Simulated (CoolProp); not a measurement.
Vapour-liquid equilibrium of n-butane (1) + benzene (2) at 362.4 K; x and y are mole fractions of (1).

Values from CoolProp's multi-fluid Helmholtz-energy mixture model, Bücker 2006 and Thol 2012; pair parameters Bell 2016.

```
x     bubble pressure, mixture model (MPa)  bubble pressure, Raoult's law (MPa)  y, mixture model  y, Raoult's law
----  ------------------------------------  -----------------------------------  ----------------  ---------------
0.05                                0.1961                               0.1882             0.341            0.327
0.2                                 0.3862                               0.3527             0.699            0.698
0.35                                0.5650                               0.5172             0.819            0.832
0.5                                 0.7251                               0.6817             0.880            0.902
0.65                                0.8702                               0.8463             0.920            0.945
0.8                                  1.013                                1.011             0.952            0.974
0.95                                 1.170                                1.175             0.987            0.994
```

The largest gap from Raoult's law is +9.5 % in bubble pressure, at x = 0.2. No azeotrope shows between x = 0.05 and 0.95.

The pair parameters rest on a limited set of measurements; away from them the model extrapolates. The gap from Raoult's law changes sign with composition, which may be real or a fault of the pair parameters; it wasn't checked against measurements.
